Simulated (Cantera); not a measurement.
An isothermal, constant-pressure homogeneous reactor starts with NH3 : H2 = 1 : 0.71 (molar parts), at 2348 K and 12.8 Torr. Integrator tolerance rtol = 1e-08.

Model: the gas-phase N/H chemistry of the illustrative SiF4/NH3 mechanism in the Surface Chemkin manual (1991), integrated in Cantera. Walls and surfaces, which speed up NH3 decomposition in real reactors, are not modelled.

What does this change do: H2 0.71 to 3.3 parts?


| quantity | before | after |
|---|---|---|
| x(NH3) at 1.00 s | 2.02e-6 (gas-phase equilibrium 5.63e-8) | 1.40e-6 (gas-phase equilibrium 4.71e-8) |
| x(H2) at 1.00 s | 0.769 (gas-phase equilibrium 0.741) | 0.848 (gas-phase equilibrium 0.823) |
| x(N2) at 1.00 s | 0.180 (gas-phase equilibrium 0.177) | 0.0915 (gas-phase equilibrium 0.0903) |
| x(N2H4) at 1.00 s | <1e-12 (gas-phase equilibrium <1e-12) | <1e-12 (gas-phase equilibrium <1e-12) |
| x(N) at 1.00 s | 1.66e-6 (gas-phase equilibrium 2.10e-7) | 1.42e-6 (gas-phase equilibrium 1.50e-7) |

What does this change do: temperature 2348 to 1925 K?


```json
[
 {"quantity": "x(NH3) at 1.00 s", "before": "2.02e-6 (gas-phase equilibrium 5.63e-8)", "after": "0.369 (gas-phase equilibrium 1.21e-7)"},
 {"quantity": "x(H2) at 1.00 s", "before": "0.769 (gas-phase equilibrium 0.741)", "after": "0.562 (gas-phase equilibrium 0.809)"},
 {"quantity": "x(N2) at 1.00 s", "before": "0.180 (gas-phase equilibrium 0.177)", "after": "0.0679 (gas-phase equilibrium 0.184)"},
 {"quantity": "x(N2H4) at 1.00 s", "before": "<1e-12 (gas-phase equilibrium <1e-12)", "after": "5.00e-9 (gas-phase equilibrium <1e-12)"},
 {"quantity": "x(N) at 1.00 s", "before": "1.66e-6 (gas-phase equilibrium 2.10e-7)", "after": "7.74e-7 (gas-phase equilibrium 9.60e-10)"}
]
```
